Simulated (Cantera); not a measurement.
Charge: 1 mol SiO₂, 0.75 mol Al₂O₃, 4.6 mol H₂, held at 1750 K and 9.70 mbar.

Cantera equilibrium calculation (NASA polynomials, part measured and part estimated; ideal gas, pure solids and liquids). Candidate condensed phases: Al, Al₂O₃, Al₂SiO₅, Al₆Si₂O₁₃, H₂O, Si, SiO₂; 28 gas species. Mutual solubility and eutectic melting of coexisting phases are not modelled. The tables hold silica as quartz up to 1696 K and as liquid above; real silica turns to tridymite and cristobalite and melts near 1996 K. Condensed phases not in the tables: alloys, solid solutions and most ternary compounds. Equilibrium is a limit: real reactors are often held back by kinetics, nucleation or transport.

Base state: H₂ 0.980, SiO 0.00901, H₂O 0.00901, H 0.00234 (mole fractions); condensed: Al₆Si₂O₁₃(mullite) + SiO₂(condensed).

What changes in the equilibrium state with this change: 0.12 mol NH₃ added?


```tsv
species	before	after
H₂	0.980	0.968
N₂	0	0.0123
SiO	0.00901	0.00895
H₂O	0.00901	0.00895
H	0.00234	0.00232
Al₆Si₂O₁₃(mullite), mol	0.250	0.250
SiO₂(condensed), mol	0.458	0.456
```
Further candidate phases: AlN, Si₂N₂O, Si₃N₄.
